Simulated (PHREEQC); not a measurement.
Make-up at 25 °C: 0.019 mol/kgw CuCl2, 0.00075 mol/kgw HBF4 and 0.00022 mol/kgw KCl. Closed to the air; pH follows from the charge balance.

Equilibrium calculation in PHREEQC: ion-association model, wateq4f.dat.

This is a speciation only: nothing precipitates in the calculation.

What pH does the model give?

pH 2.95.

In which forms is Cu present?

Cu+2 95 %, CuCl+ 4.4 %, CuF+ 0.8 % of the Cu.

Species that the database lacks are ignored. Real BF4- forms and hydrolyses slowly; the run takes it at equilibrium.
